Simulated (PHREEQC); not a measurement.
Na2SO4 is added in steps, without added water, to 1 kg of water holding 0.00099 mol/kgw H2SeO4, 0.0065 mol/kgw NaOH and 0.57 mol/kgw NaCl, at 85 °C. O2 is buffered at 0.21 atm. No CO2 enters from the air. The run lets Halite, Mirabilite precipitate or redissolve, and no other solid.

Base run: PHREEQC, ion-association model, wateq4f.dat. Each further column changes one thing. The table gives pH.

| Na2SO4 added (mol) | base | diluted 100-fold with water | H2SeO4 left out | no solid may form |
|---|---|---|---|---|
| 0 | 9.95 | 8.13 | 10.11 | 9.95 |
| 0.058 | 9.94 | 8.02 | 10.10 | 9.94 |
| 0.116 | 9.93 | 7.99 | 10.09 | 9.93 |
| 0.203 | 9.92 | 7.96 | 10.08 | 9.92 |
| 0.261 | 9.92 | 7.95 | 10.07 | 9.92 |
| 0.319 | 9.91 | 7.94 | 10.07 | 9.91 |
| 0.377 | 9.91 | 7.93 | 10.07 | 9.91 |
| 0.464 | 9.90 | 7.92 | 10.06 | 9.90 |
| 0.522 | 9.90 | 7.92 | 10.06 | 9.90 |
| 0.58 | 9.90 | 7.91 | 10.06 | 9.90 |

The ionic strength passes 0.7 mol/kgw, the rough limit of the ion-association models, in part of: base; diluted 100-fold with water; H2SeO4 left out; no solid may form. At this temperature some constants are extrapolated from 25 °C, and those without enthalpy data are left unchanged.
